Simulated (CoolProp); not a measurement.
A simple Rankine cycle with R11: condensing at 314.15 K, boiler at 1.06 MPa, turbine inlet 499 K, turbine efficiency 0.7, pump efficiency 0.7, no recuperator. Each further row changes one setting.

The numbers come from the reference Helmholtz-energy equation of state, Jacobsen 1992 in CoolProp.

```csv
case,thermal efficiency (%),net work (kJ/kg),heat in (kJ/kg),turbine exit temperature (K),volume ratio over the turbine
as stated,11.1,32.1,289,441.3,5.51
condensing temperature 306.15 K,12.3,36.5,296,434.1,7.02
boiler pressure 0.742 MPa,9.1,___,___,___,___
turbine efficiency 0.6,9.5,27.4,289,___,___
```

Complete the blanks.


- boiler pressure 0.742 MPa, net work (kJ/kg): 26.6
- boiler pressure 0.742 MPa, heat in (kJ/kg): 291
- boiler pressure 0.742 MPa, turbine exit temperature (K): 453.5
- boiler pressure 0.742 MPa, volume ratio over the turbine: 3.87
- turbine efficiency 0.6, turbine exit temperature (K): 448.4
- turbine efficiency 0.6, volume ratio over the turbine: 5.60
